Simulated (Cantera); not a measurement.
Feed: 1 mol PbO, 0.99 mol H₂, 1.1 mol H₂O, at 0.0825 Torr.

Cantera equilibrium calculation (NASA polynomials, part measured and part estimated; ideal gas, pure solids and liquids). Candidate condensed phases: H₂O, Pb, PbO, PbO₂, Pb₃O₄; 12 gas species. The numbers say what is thermodynamically allowed, not how fast it happens. All values below are at 902 °C.

Base state: H₂O 0.675, Pb 0.319, PbO 0.00444, H₂ 0.00121 (mole fractions); condensed: gas only.

### Question
What changes in the equilibrium state with this change: pressure from 0.0825 Torr to 750 Torr?

### Answer
```
species       before     after
-----------  -------  --------
H₂O            0.675     0.999
Pb             0.319  0.000435
H₂           0.00121  0.000268
PbO          0.00444   4.03e-5
Pb(l), mol         0     0.989
PbO(l), mol        0    0.0105
```
Each liquid is taken as pure. Mutual solubility and eutectic melting of coexisting phases are not modelled.
